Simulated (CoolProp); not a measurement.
A Linde-Hampson liquefier for oxygen: isothermal reversible compression at 300 K from 1 atm to 30 MPa, throttling to 1 atm, return gas leaving the recuperator 2 K below the feed. Each further row changes one setting.

Computed with CoolProp (reference Helmholtz-energy equation of state, Schmidt 1985).

| case | liquid yield per pass | compression work (kJ/kg of gas) |
|---|---|---|
| as stated | 0.133 | 435 |
| high pressure 60 MPa | 0.161 | 494 |
| warm-end temperature 330 K | 0.101 | 484 |
| warm-end gap 7 K | 0.123 | 435 |

Above 300 K oxygen's equation is extrapolated.
